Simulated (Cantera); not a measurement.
An adiabatic, constant-volume homogeneous reactor starts with CH4 : C2H6 : O2 : N2 = 1 : 0.15 : 1.94 : 7.3 (molar parts), at 1773 K and 48000 Pa. Integrator tolerance rtol = 1e-08.

Cantera simulation using GRI-Mech 3.0 (53 species, 325 reactions); the numbers are that mechanism's predictions, not measurements.

What does this change do: O2 1.94 to 0.87 parts?


```csv
quantity,before,after
time of steepest temperature rise,60.7 µs,0.145 ms
temperature at 0.700 s,2936 K,2322 K
equilibrium temperature,2936 K,2322 K
x(CH4) at 0.700 s,<1e-12 (gas-phase equilibrium <1e-12),7.69e-11 (gas-phase equilibrium 8.61e-11)
x(C2H6) at 0.700 s,<1e-12 (gas-phase equilibrium <1e-12),<1e-12 (gas-phase equilibrium <1e-12)
x(O2) at 0.700 s,0.00949 (gas-phase equilibrium 0.00949),2.83e-7 (gas-phase equilibrium 2.83e-7)
x(H2O) at 0.700 s,0.131 (gas-phase equilibrium 0.131),0.0356 (gas-phase equilibrium 0.0356)
x(OH) at 0.700 s,0.0250 (gas-phase equilibrium 0.0250),0.000174 (gas-phase equilibrium 0.000174)
x(NO) at 0.700 s,0.00836 (gas-phase equilibrium 0.00836),1.75e-5 (gas-phase equilibrium 1.75e-5)
```

What does this change do: initial temperature 1773 to 1725 K?


| quantity | before | after |
|---|---|---|
| time of steepest temperature rise | 60.7 µs | 77.2 µs |
| temperature at 0.700 s | 2936 K | 2925 K |
| equilibrium temperature | 2936 K | 2925 K |
| x(CH4) at 0.700 s | <1e-12 (gas-phase equilibrium <1e-12) | <1e-12 (gas-phase equilibrium <1e-12) |
| x(C2H6) at 0.700 s | <1e-12 (gas-phase equilibrium <1e-12) | <1e-12 (gas-phase equilibrium <1e-12) |
| x(O2) at 0.700 s | 0.00949 (gas-phase equilibrium 0.00949) | 0.00912 (gas-phase equilibrium 0.00912) |
| x(H2O) at 0.700 s | 0.131 (gas-phase equilibrium 0.131) | 0.133 (gas-phase equilibrium 0.133) |
| x(OH) at 0.700 s | 0.0250 (gas-phase equilibrium 0.0250) | 0.0243 (gas-phase equilibrium 0.0243) |
| x(NO) at 0.700 s | 0.00836 (gas-phase equilibrium 0.00836) | 0.00810 (gas-phase equilibrium 0.00810) |
